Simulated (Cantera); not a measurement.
An isothermal, constant-pressure homogeneous reactor starts with 3.72 % H₂, 80.9 % O₂, 15.4 % N₂, at 925 K and 300 Pa.

Cantera simulation using the H2/O2 subset of GRI-Mech 3.0, which has no nitrogen chemistry; the numbers are that mechanism's predictions, not measurements. Radical loss at walls, strong at low pressure, is not modelled. Below about 950 K walls govern HO2 and H2O2 in real vessels. The temperature is held fixed by assumption; the heat of reaction is taken as removed at once.

x: mole fraction; the columns are a selection and need not sum to one.

```
t (s)         x H₂   x O₂     x HO₂       x O      x OH
--------  --------  -----  --------  --------  --------
0.000100    0.0372  0.809    <1e-12    <1e-12    <1e-12
0.000528    0.0372  0.809  3.77e-12    <1e-12    <1e-12
0.00278     0.0372  0.809  2.00e-11  1.55e-11  8.21e-12
0.0147      0.0372  0.809  1.28e-10   2.13e-9  8.63e-10
0.0775     0.00503  0.791   1.73e-6    0.0113       [?]
0.409     0.000245  0.799   1.32e-6   0.00610       [?]
2.16       1.47e-5  0.805   4.69e-7  0.000394       [?]
11.4       5.17e-7  0.805   5.92e-8   1.53e-5       [?]
60.0       3.08e-8  0.805   5.80e-9   1.01e-6       [?]
```

Task: Fill in the missing entries.

Result: 
- 0.0775, x OH: 0.00161
- 0.409, x OH: 0.000498
- 2.16, x OH: 0.000116
- 11.4, x OH: 2.29e-5
- 60.0, x OH: 5.90e-6
